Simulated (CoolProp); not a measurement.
n-heptane at 320.53 K and 0.00801 MPa is compressed adiabatically to 0.0134 MPa with isentropic efficiency 0.9. Each further row changes one setting.

Computed with CoolProp (reference Helmholtz-energy equation of state, Span 2003). It is a short technical equation, of lower accuracy than the large ones.

```csv
case,work (kJ/kg),final temperature (K),final density (kg/m³)
as stated,15.3,329.4,0.496
efficiency 1,13.7,328.5,0.497
efficiency 0.65,21.1,332.6,0.490
```
